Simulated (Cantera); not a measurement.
What does this Cantera script print?

```python
import numpy as np
import cantera as ct

gas_names = """
    CL CL2 N N2 Na NaCL Na2 Na2CL2
""".split()
cond_names = """
    Na(cr) Na(L) NaCL(s) NaCL(L)
""".split()


# ... load() reads the species with a 1 bar reference pressure and builds the phases ...
atoms = {
    'NaCl': {'Na': 1, 'CL': 1},
    'N2': {'N': 2},
}
top_T = {}  # K; cautious upper limits of use, not melting points


# ... equilibrate(T, P, feed) seeds the gas with the atoms and calls Mixture.equilibrate('TP', solver="vcs", rtol=1e-11, max_steps=5000) ...
results = []
feed = {'NaCl': 1, 'N2': 11}  # mol
T = 1250  # K
P = 3.4  # Pa
mix = equilibrate(T, P, feed)
results.append((T, P, feed, dict(zip(mix.species_names, mix.species_moles))))
x = sorted(zip(gas.X, gas.species_names), reverse=True)
print(f"T = {T:g} K  P = {P:g} Pa  gas = {mix.phase_moles(0):.4g} mol")
print("   x: " + "  ".join(f"{s} {v:.3e}" for v, s in x if v > 1e-06))
print("   condensed (mol): " + ("  ".join(f"{mix.phase(i).name} {mix.phase_moles(i):.4g}"
      for i in range(1, mix.n_phases) if mix.phase_moles(i) > 1e-12) or "none"))
```

Output:

```
T = 1250 K  P = 3.4 Pa  gas = 12 mol
   x: N2 9.166e-01  NaCL 8.327e-02  Na 3.681e-05  CL 3.681e-05  Na2CL2 1.305e-05
   condensed (mol): none
```

These are equilibrium values from Cantera (NASA tables, ideal gas, pure condensed phases), not measurements of a reactor.
